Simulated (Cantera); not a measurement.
Feed: 1 mol SiH2Cl2, 1.3 mol NH3, at 802 °C and 1.90 mbar.

Method: chemical equilibrium by Gibbs-energy minimisation in Cantera with the NASA 1993 tables (ideal gas, pure condensed phases). Candidate condensed phases: NH4Cl, Si, Si3N4; 28 gas species. The tables' values for SiCl3 are old estimates; treat these amounts as uncertain. Kinetics and transport are ignored.

Base state: H2 0.563, HCl 0.388, SiCl4 0.0304, N2 0.0170, SiCl3 0.000715, SiHCl3 0.000549, SiCl2 0.000266 (mole fractions); condensed: Si3N4(s).

Problem. What changes in the equilibrium state with this change: temperature from 802 °C to 900 °C?

Solution. 
```tsv
species	before	after
H2	0.563	0.557
HCl	0.388	0.395
SiCl4	0.0304	0.0248
N2	0.0170	0.0169
SiCl2	0.000266	0.00333
SiCl3	0.000715	0.00289
SiHCl3	0.000549	0.000814
Si3N4(s), mol	0.292	0.292
```
